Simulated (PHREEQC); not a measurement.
Synthetic water in mmol/kgw, 25 °C, pH 5.73, pe 10.5: Na 0.0964; K 0.00509; Ca 0.0276; Mg 0.0687; Cl 0.00696; S(6) 0.0666; Alkalinity (meq/kgw) 0.165; Cd 0.00638; Pb 3.39e-05; F 5e-05; Cu(2) 0.0087.

Valence states are taken as typed.

Computed with PHREEQC (ion-association model, wateq4f.dat).

```json
[
 {"quantity": "CO2 (mol/kgw)", "before": "0.000676", "after": "0.000595"},
 {"quantity": "HCO3- (mol/kgw)", "before": "0.000166", "after": "0.000165"},
 {"quantity": "Cu+2 (mol/kgw)", "before": "7.79e-6", "after": "7.67e-6"},
 {"quantity": "MgSO4 (mol/kgw)", "before": "8.48e-7", "after": "2.00e-6"},
 {"quantity": "CuHCO3+ (mol/kgw)", "before": "5.86e-7", "after": "5.71e-7"},
 {"quantity": "CaSO4 (mol/kgw)", "before": "2.91e-7", "after": "3.88e-7"},
 {"quantity": "SI of Tenorite (CuO)", "before": "-1.31", "after": "-0.00"},
 {"quantity": "SI of Otavite (CdCO3)", "before": "-1.54", "after": "-1.35"}
]
```

Problem. Which change was made?
A) K from 0.00509 to 0.00254 mmol/kgw
B) all concentrations times 2 at the same typed pH
C) Ca from 0.0276 to 0.0828 mmol/kgw
D) temperature from 25 to 65 °C at the same typed pH

Solution. D, temperature from 25 to 65 °C at the same typed pH

This is a speciation only: nothing precipitates in the calculation. At this temperature some constants are extrapolated from 25 °C, and those without enthalpy data are left unchanged.
